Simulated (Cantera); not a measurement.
Charge: 1 mol AlN, 4.8 mol H2, held at 1050 °C and 4.35 Torr.

Cantera equilibrium calculation (NASA polynomials, part measured and part estimated; ideal gas, pure solids and liquids). Candidate condensed phases: Al, AlN; 13 gas species. Kinetics and transport are ignored.

Base state: H2 1.000, H 2.09e-5 (mole fractions); condensed: AlN(s).

**Question.** What changes in the equilibrium state with this change: temperature from 1050 °C to 1650 °C?

**Answer.** 
```
species       before    after
-----------  -------  -------
H2             1.000    0.898
Al           3.35e-7   0.0586
N2           2.01e-7   0.0300
H            2.09e-5   0.0117
AlH          6.72e-8  0.00141
AlN(s), mol    1.000    0.681
```
